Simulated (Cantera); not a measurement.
An isothermal, constant-pressure homogeneous reactor starts with 1.32 % C2H6, 98.7 % N2, at 1400 K and 0.683 Torr.

Model: GRI-Mech 3.0 (53 species, 325 reactions), integrated in Cantera. GRI-Mech 3.0 stops at C3 and has no aromatics, soot or wall deposition, so with more carbon than oxygen in the feed, carbon stays in small species such as C2H2 where larger ones or solid carbon would form. Radical loss at walls, strong at low pressure, is not modelled.

x: mole fraction; the columns are a selection and need not sum to one.

```tsv
t (s)	x C2H6	x CH2	x CH4	x HCN	x C2H2	x CH3	x C2H
9.00e-6	0.0132	<1e-12	6.11e-12	<1e-12	<1e-12	3.05e-7	<1e-12
2.37e-5	0.0132	<1e-12	4.20e-11	<1e-12	<1e-12	8.02e-7	<1e-12
6.25e-5	0.0132	<1e-12	2.91e-10	<1e-12	<1e-12	2.11e-6	<1e-12
0.000165	0.0132	<1e-12	(withheld)	<1e-12	<1e-12	(withheld)	<1e-12
0.000434	0.0132	4.96e-12	1.40e-8	<1e-12	<1e-12	1.47e-5	<1e-12
0.00114	0.0131	9.17e-11	9.71e-8	<1e-12	<1e-12	3.86e-5	<1e-12
0.00301	0.0131	1.66e-9	6.72e-7	<1e-12	5.52e-12	0.000101	<1e-12
0.00794	0.0130	2.88e-8	4.61e-6	1.28e-12	4.14e-10	0.000261	<1e-12
0.0209	0.0127	(withheld)	(withheld)	(withheld)	(withheld)	(withheld)	<1e-12
0.0551	0.0110	1.73e-6	0.000203	7.80e-8	1.34e-5	0.00154	5.93e-10
0.145	0.00528	3.93e-6	0.00123	5.34e-7	0.000504	0.00252	1.30e-8
0.383	0.000225	3.07e-6	0.00303	1.80e-6	0.00463	0.00102	7.10e-8
1.01	4.90e-6	6.05e-7	0.00295	2.39e-6	0.00864	0.000272	4.13e-8
2.66	1.24e-6	1.69e-7	0.00279	2.53e-6	0.0105	0.000126	2.38e-8
7.00	5.26e-7	6.52e-8	0.00263	2.59e-6	0.0113	7.28e-5	1.55e-8
```

### Question
Complete the blanks.

### Answer

- 0.000165, x CH4: 2.03e-9
- 0.000165, x CH3: 5.57e-6
- 0.0209, x CH2: 3.64e-7
- 0.0209, x CH4: 3.10e-5
- 0.0209, x HCN: 1.09e-9
- 0.0209, x C2H2: 8.50e-8
- 0.0209, x CH3: 0.000653
